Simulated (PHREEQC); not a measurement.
Dissolve 1.3 mmol/kgw Cu(NO3)2, 43 mmol/kgw H2SO4 and 2.6 mmol/kgw FeCl3 at 20 °C. Closed to the air; pH follows from the charge balance.

Model: ion-association model, phreeqc.dat, run in PHREEQC.

Precipitation was switched off in this run.

### Question
Order these Cu species by the share of Cu that they hold, largest first: CuCl+, Cu+2, CuSO4.

### Answer
Cu+2 (70 %), CuSO4 (30 %), CuCl+ (0.49 %)

### Question
Order these Fe species by the share of Fe that they hold, largest first: FeCl+2, FeSO4+, Fe(SO4)2-, FeHSO4+2, Fe+3.

### Answer
FeSO4+ (69 %), FeHSO4+2 (18 %), Fe(SO4)2- (7.6 %), Fe+3 (5.4 %), FeCl+2 (0.42 %)

The pH is 1.31 and the ionic strength 0.0775 mol/kgw. Saturation is exceeded, for instance for Hematite (slow to form), Goethite (slow to form); the values hold only as long as no solid forms.
